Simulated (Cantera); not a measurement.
A Cantera script and its output.

```python
import numpy as np
import cantera as ct

gas = ct.Solution("gri30.yaml")
gas.TPX = 750, 101325, {'CH4': 1, 'O2': 1.82, 'N2': 6}
inlet = ct.Reservoir(gas, clone=True)
gas.equilibrate("HP")  # start burning
reactor = ct.IdealGasConstPressureReactor(gas, energy="on", clone=False)
exhaust = ct.Reservoir(gas, clone=True)
tau = [0.2, 0.087, 0.038, 0.016, 0.0071, 0.0031, 0.0013, 0.00057, 0.00025, 0.00011, 4.6e-05, 2e-05][0]
for a, b in ((inlet, reactor), (reactor, exhaust)):
    ct.MassFlowController(a, b, mdot=lambda t: reactor.mass / tau)
net = ct.ReactorNet([reactor])
show = ['CH4', 'O2', 'H2O', 'HCO', 'CH3', 'C2H4']

rows = []
print(f"{'tau/s':>10s}{'T/K':>9s}" + "".join(f"{s:>11s}" for s in show))
for tau in [0.2, 0.087, 0.038, 0.016, 0.0071, 0.0031, 0.0013, 0.00057, 0.00025, 0.00011, 4.6e-05, 2e-05]:
    net.initial_time = 0.0
    net.advance(30 * tau)
    before = gas.X
    net.advance(40 * tau)
    drift = np.max(np.abs(gas.X - before) / (gas.X + 1e-9))
    rows.append([gas.T, *gas[show].X, drift])
    print(f"{tau:10.3e}{gas.T:9.1f}" + "".join(f"{x:11.3e}" for x in gas[show].X))
```

Output:

```
     tau/s      T/K        CH4         O2        H2O        HCO        CH3       C2H4
 2.000e-01   2519.4  5.582e-07  5.408e-03  1.952e-01  3.227e-08  4.419e-07  3.592e-12
 8.700e-02   2517.7  1.262e-06  5.543e-03  1.950e-01  4.798e-08  9.964e-07  1.815e-11
 3.800e-02   2513.8  2.791e-06  5.822e-03  1.946e-01  8.366e-08  2.193e-06  8.678e-11
 1.600e-02   2504.6  6.195e-06  6.395e-03  1.938e-01  1.698e-07  4.809e-06  4.064e-10
 7.100e-03   2486.7  1.258e-05  7.339e-03  1.922e-01  3.522e-07  9.557e-06  1.532e-09
 3.100e-03   2454.3  2.487e-05  8.838e-03  1.895e-01  7.596e-07  1.819e-05  5.134e-09
 1.300e-03   2402.6  4.960e-05  1.102e-02  1.853e-01  1.707e-06  3.419e-05  1.624e-08
 5.700e-04   2340.7  9.682e-05  1.354e-02  1.805e-01  3.674e-06  6.214e-05  4.786e-08
 2.500e-04   2273.8  1.983e-04  1.644e-02  1.756e-01  7.939e-06  1.176e-04  1.563e-07
 1.100e-04   2208.2  4.378e-04  2.013e-02  1.714e-01  1.740e-05  2.397e-04  6.245e-07
 4.600e-05   2132.8  1.193e-03  2.717e-02  1.674e-01  4.182e-05  5.971e-04  4.124e-06
 2.000e-05    750.0  1.134e-01  2.063e-01 -2.247e-15 -7.194e-28  2.277e-14 -2.115e-17
```

Cantera simulation using GRI-Mech 3.0 (53 species, 325 reactions); the numbers are that mechanism's predictions, not measurements.
